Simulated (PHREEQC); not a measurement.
Make-up at 25 °C: 5 mol/kgw NaOH and 0.038 mol/kgw Na2SO4. It is in equilibrium with CO2 at log p = 0 (atm). Otherwise closed; pH follows from the charge balance.

The numbers come from PHREEQC with the Pitzer model, pitzer.dat.

Each row changes one thing in this solution. No solid was allowed to form.

```csv
case,pH,ionic strength (mol/kgw),HCO3- (mol/kgw),CO3-2 (mol/kgw),CO2 (mol/kgw),HSO4- (mol/kgw)
as made,7.72,5.41,4.41,0.297,0.0142,8.65e-10
temperature from 25 to 70 °C,7.96,5.51,4.21,0.394,0.00598,2.62e-9
Na2SO4 from 0.038 to 0.0038 mol/kgw,7.72,5.31,4.40,0.301,0.0144,8.64e-11
diluted 100-fold with water,6.48,0.0512,0.0500,1.74e-5,0.0336,5.31e-9
```

Some of these states are supersaturated (in Nahcolite, for instance). In brines, pH and single-ion activities rest on the MacInnes convention. Away from 25 °C the constants follow the database's enthalpies or fits; those with neither stay at their 25 °C values.
